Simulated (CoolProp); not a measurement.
A single-stage vapour-compression cycle with dimethyl ether: evaporating at 206.15 K (dew point), condensing at 235.15 K (bubble point), superheat 0 K, subcooling 5 K, compressor efficiency 0.65, no pressure losses. Each further row changes one setting.

Computed with CoolProp (reference Helmholtz-energy equation of state, Wu 2011).

```tsv
case	cooling COP	pressure ratio	discharge temperature (K)	refrigerating effect (kJ/kg)	volumetric capacity (kJ/m³)
as stated	4.28	5.31	289.7	458	128
evaporating temperature 211.15 K	5.39	3.83	278.7	464	176
condensing temperature 230.15 K	5.25	4.13	276.6	469	131
subcooling 10 K	4.38	5.31	289.7	469	131
superheat 10 K	4.19	5.31	301.6	471	125
compressor efficiency 0.55	3.62	5.31	303.2	458	128
```
